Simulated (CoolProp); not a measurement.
R13 along the isotherm 42.65 °C: fugacity coefficient from the reference equation and from simpler models built on Tc = 29.9 °C, pc = 3973 kPa, ω = 0.175; each cubic takes its own stable root.

Computed with CoolProp (reference Helmholtz-energy equation of state, Platzer 1990). This equation is an older, rougher fit; its heat capacities, sound speeds and derivatives of the liquid may be far off and weren't checked against measurements.

```
p (kPa)          phase  reference  van der Waals  Redlich-Kwong  Soave-Redlich-Kwong
-------  -------------  ---------  -------------  -------------  -------------------
1660               gas     0.8788         0.8887         0.8767               0.8784
3310               gas     0.7603         0.7775         0.7582               0.7618
4970     supercritical     0.6360         0.6511         0.6346               0.6421
6620     supercritical          …         0.5435              …               0.5345
8280     supercritical     0.4504         0.4772         0.4556               0.4641
9930     supercritical     0.4021         0.4342         0.4089                    …
11600    supercritical     0.3677         0.4045         0.3754               0.3832
13200    supercritical     0.3435         0.3845         0.3518               0.3594
14900    supercritical     0.3242         0.3695              …               0.3403
16600    supercritical     0.3096         0.3590              …               0.3258
18200    supercritical     0.2990         0.3524         0.3082               0.3153
19900    supercritical          …         0.3480         0.2997               0.3067
```

Complete the blanks.


- 6620, reference: 0.5232
- 6620, Redlich-Kwong: 0.5256
- 9930, Soave-Redlich-Kwong: 0.4170
- 14900, Redlich-Kwong: 0.3329
- 16600, Redlich-Kwong: 0.3186
- 19900, reference: 0.2903
